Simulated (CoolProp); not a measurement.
Vapour-liquid equilibrium of R13 (1) + isobutane (2) at 245.8 K; x and y are mole fractions of (1).

Model: multi-fluid Helmholtz-energy mixture model, Platzer 1990 and Bücker 2006; pair parameters Bell 2016, in CoolProp. This equation is an older, rougher fit; its heat capacities, sound speeds and derivatives of the liquid may be far off and weren't checked against measurements.

```csv
x,bubble pressure (kPa),y at the bubble point,dew pressure at overall composition x (kPa),liquid density (mol/L)
0.05,123.4,0.581,55.36,10.60
0.15,246.8,0.800,61.80,10.79
0.25,349.5,0.867,69.92,10.98
0.35,436.2,0.900,80.47,11.17
0.45,511.3,0.921,94.73,11.36
0.55,579.6,0.937,115.1,11.54
0.65,645.3,0.950,146.5,11.72
0.75,712.5,0.963,200.9,11.90
0.85,785.4,0.976,316.9,12.06
0.95,868.0,0.991,645.2,12.22
```

No azeotrope shows between x = 0.05 and 0.95.

Pair parameters are fitted to limited data, so mixtures are less certain than the pure fluids.
